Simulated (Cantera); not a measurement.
Charge: 1 mol TEOS, 0.87 mol O3, 1.6 mol H2, at 1098.15 K and 11.0 mbar.

Method: chemical equilibrium by Gibbs-energy minimisation in Cantera with the NASA 1993 tables (ideal gas, pure condensed phases). Candidate condensed phases: C, C6H6, C7H8, C8H18, H2O, Si, SiC, SiO2; 123 gas species. The feed counts by its element totals alone. Equilibrium is a limit: real reactors are often held back by kinetics, nucleation or transport.

Base state: H2 0.715, CO 0.284, CH4 0.000205, H2O 0.000205, CO2 8.09e-5 (mole fractions); condensed: C(graphite) + SiO2(β-quartz).

Problem. What changes in the equilibrium state with this change: temperature from 1098.15 K to 1625 K?

Solution. 
```tsv
species	before	after
H2	0.715	0.637
CO	0.284	0.362
SiO	<1e-9	0.00115
H	2.00e-7	0.000537
C2H2 (acetylene)	9.14e-9	2.26e-5
C(graphite), mol	3.39	0.431
SiO2(β-quartz), mol	1.00	0
SiC(s), mol	0	0.979
```

Problem. What changes in the equilibrium state with this change: temperature from 1098.15 K to 900 K?

Solution. 
```
species                before    after
-------------------  --------  -------
H2                      0.715    0.715
CO                      0.284    0.273
H2O                  0.000205  0.00522
CO2                   8.09e-5  0.00459
CH4                  0.000205  0.00176
C(graphite), mol         3.39     3.52
SiO2(β-quartz), mol      1.00     1.00
```
